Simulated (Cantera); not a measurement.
Cantera run:

```python
import numpy as np
import cantera as ct

gas_names = [...]  # 114 gases of nasa_gas.yaml made of C, Fe, H, O
cond_names = """
    C(gr) C6H6(L) C7H8(L) C8H18(L),n-octa Fe(a) Fe(c) Fe(d) Fe(L) FeC5O5(L) FeO(s) FeO(L) Fe(OH)2(s)
    Fe(OH)3(s) Fe2O3(s) Fe3O4(s) H2O(s) H2O(L)
""".split()


# ... load() reads the species with a 1 bar reference pressure and builds the phases ...
atoms = {
    'Fe(CO)5': {'Fe': 1, 'C': 5, 'O': 5},
    'H2': {'H': 2},
}
top_T = {'C(gr)': 4500, 'Fe2O3(s)': 1830, 'Fe3O4(s)': 1870}  # K; cautious upper limits of use, not melting points


# ... equilibrate(T, P, feed) seeds the gas with the atoms and calls Mixture.equilibrate('TP', solver="vcs", rtol=1e-11, max_steps=5000) ...
results = []
feed = {'Fe(CO)5': 1, 'H2': 39}  # mol
P = 18  # Pa
for T in [925, 975, 1025, 1075, 1125, 1175, 1225]:
    mix = equilibrate(T, P, feed)
    results.append((T, P, feed, dict(zip(mix.species_names, mix.species_moles))))

top = {s: max(r[3][s] / sum(r[3][g] for g in gas_names) for r in results) for s in gas_names}
cols = sorted((s for s in top if top[s] > 1e-05), key=lambda s: -top[s])[:5]
seen = [c for c in cond_names if any(r[3].get(c, 0) > 1e-12 for r in results)]
print("log10 of partial pressures in bar; condensed amounts in mol")
print(f"{'T/K':>10s}" + "".join(f"{s[:9]:>10s}" for s in cols + seen))
for T, P, feed, n in results:
    ng = sum(n[g] for g in gas_names)
    print(f"{T:10.4g}" + "".join(f"{np.log10(max(n[s] / ng * P / 1e5, 1e-99)):10.3f}" for s in cols)
          + "".join(f"{n.get(c, 0):10.4g}" for c in seen))
```

It prints:

```
log10 of partial pressures in bar; condensed amounts in mol
       T/K        H2        CO       CH4       H2O         H     C(gr)     Fe(a)     Fe(c)
       925    -3.797    -4.689    -8.238    -8.314   -11.483 8.093e-05         1         0
       975    -3.797    -4.689    -8.561    -8.642   -10.840         0         1         0
      1025    -3.797    -4.689    -8.862    -8.929   -10.259         0         1         0
      1075    -3.797    -4.689    -9.135    -9.190    -9.732         0         1         0
      1125    -3.797    -4.689    -9.383    -9.429    -9.251         0         1         0
      1175    -3.797    -4.689    -9.613    -9.645    -8.810         0         1         0
      1225    -3.797    -4.689    -9.831    -9.838    -8.405         0         0         1
```

These are equilibrium values from Cantera (NASA tables, ideal gas, pure condensed phases), not measurements of a reactor.
